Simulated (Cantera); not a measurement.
Charge: 1 mol Al, 0.038 mol H₂O, equilibrated at 998.15 K and 100000 Pa.

Cantera equilibrium calculation (NASA polynomials, part measured and part estimated; ideal gas, pure solids and liquids). Candidate condensed phases: Al, Al₂O₃, H₂O; 19 gas species. The numbers say what is thermodynamically allowed, not how fast it happens.

Base state: H₂ 1.00 (mole fractions); condensed: Al(l) + Al₂O₃(s).

**Question.** What changes in the equilibrium state with this change: Al replaced by Fe?

**Answer.** 
```tsv
species	before	after
H₂	1.00	0.849
H₂O	<1e-9	0.151
Al(l), mol	0.975	0
Al₂O₃(s), mol	0.0127	0
Fe(α), mol	0	0.968
FeO(s), mol	0	0.0323
```
The tables' stoichiometric FeO is somewhat more stable than real wüstite, so its field is too wide. FeO: taken at fixed stoichiometry. Further candidate phases: Fe, FeO, Fe(OH)₂, Fe(OH)₃, Fe₂O₃, Fe₃O₄.

**Question.** What changes in the equilibrium state with this change: Al replaced by Fe₃O₄?

**Answer.** 
```csv
species,before,after
H₂O,<1e-9,1.000
H₂,1.00,1.53e-5
"Al(l), mol",0.975,0
"Al₂O₃(s), mol",0.0127,0
"Fe₃O₄(s), mol",0,1.000
```
Further candidate phases: Fe, FeO, Fe(OH)₂, Fe(OH)₃, Fe₂O₃, Fe₃O₄.
